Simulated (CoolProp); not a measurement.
The numbers come from the reference Helmholtz-energy equation of state, Guder 2009 in CoolProp.

### Question
Give the vapour pressure (kPa), liquid density (kg/m³), surface tension (mN/m), liquid viscosity (µPa s) of saturated sulfur hexafluoride at -13.05 °C.

### Answer
```json
[
 {"T (°C)": "-13.05", "p (kPa)": "857", "liquid density (kg/m³)": "1640", "surface tension (mN/m)": "6.23", "liquid viscosity (µPa s)": "231"}
]
```

Viscosity comes from a separate model (Quiñones-Cisneros 2012). Surface tension comes from a separate correlation (Mulero 2012).
